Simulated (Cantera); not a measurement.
A diamond (100) surface in a fixed gas of H2 with x(CH4) = 0.0058, x(H) = 0.0015, x(CH3) = 0.00056, 0.0790 atm; coverages are run to steady state.

Computed with Cantera and the Harris–Goodwin 1993 mechanism for the reconstructed diamond (100) surface.

θ: site fractions in the mechanism's names (c6HH fully hydrogenated, c6H* and c6*H radical sites, c6** diradical, c6HM methylated).

| T (K) | growth (µm/h) | θ c6HH | θ c6H* | θ c6*H | θ c6** | θ c6HM |
|---|---|---|---|---|---|---|
| 925 | 11.5 | 0.500 | 0.00907 | 0.233 | 0.00363 | 0.200 |
| 1000 | 16.8 | 0.483 | 0.0146 | 0.298 | 0.00683 | 0.144 |
| 1075 | 18.4 | 0.472 | 0.0219 | 0.368 | 0.0117 | 0.0850 |
| 1150 | 12.7 | 0.461 | 0.0309 | 0.437 | 0.0182 | 0.0317 |
| 1225 | (withheld) | 0.436 | (withheld) | 0.482 | (withheld) | (withheld) |
| 1300 | 5.69 | 0.409 | 0.0473 | 0.505 | 0.0313 | 0.00184 |
| 1375 | (withheld) | 0.387 | (withheld) | 0.517 | (withheld) | (withheld) |

Task: Complete the blanks.

Result: 
- 1225, growth (µm/h): 7.30
- 1225, θ c6H*: 0.0395
- 1225, θ c6**: 0.0251
- 1225, θ c6HM: 0.00801
- 1375, growth (µm/h): 5.04
- 1375, θ c6H*: 0.0544
- 1375, θ c6**: 0.0370
- 1375, θ c6HM: 0.000424
